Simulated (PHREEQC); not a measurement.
1 kg of water holding 0.017 mol/kgw NaCl, 0.58 mol/kgw KCl and 0.0032 mol/kgw LiCl is evaporated at 25 °C; the solids stay in contact with the brine. No CO2 enters from the air. Only these solids could form: Halite, Sylvite.

All values are PHREEQC results (Pitzer model, pitzer.dat), not measurements.

Problem. Predict ionic strength at water left (kg) = 0.4563, 0.1407, 0.07809, 0.05275, 0.01627.

Solution. 
```tsv
water left (kg)	ionic strength
0.4563	1.32
0.1407	4.27
0.07809	4.87
0.05275	4.90
0.01627	5.18
```

Species that the database lacks are ignored.
